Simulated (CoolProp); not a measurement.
n-perfluorohexane along the isobar 2.29 MPa: density (kg/m³) from the reference equation and from simpler models built on Tc = 174.9 °C, pc = 1.742 MPa, ω = 0.497; each cubic takes its own stable root.

The numbers come from the reference Helmholtz-energy equation of state, Gao 2022 in CoolProp.

```
T (°C)          phase  reference
------  -------------  ---------
-63.75         liquid       1929
-46.55         liquid       1882
-29.35         liquid       1835
-12.15         liquid       1788
5.05           liquid       1741
22.25          liquid       1694
39.35          liquid       1645
56.55          liquid       1594
73.75          liquid       1541
90.95          liquid       1483
108.15         liquid       1420
125.35         liquid       1348
142.45         liquid       1263
159.65         liquid       1154
176.85  supercritical      980.8
```

### Question
How far does each simpler model (van der Waals, Redlich-Kwong, Soave-Redlich-Kwong) lie from the reference over these 15 states: mean and median of the absolute difference, and the worst?

### Answer
- van der Waals: mean 42.0 %, median 42.5 %, worst -44.5 % at -63.75 °C and 2.29 MPa
- Redlich-Kwong: mean 19.6 %, median 18.6 %, worst -23.5 % at 159.65 °C and 2.29 MPa
- Soave-Redlich-Kwong: mean 15.1 %, median 13.8 %, worst -23.4 % at 176.85 °C and 2.29 MPa
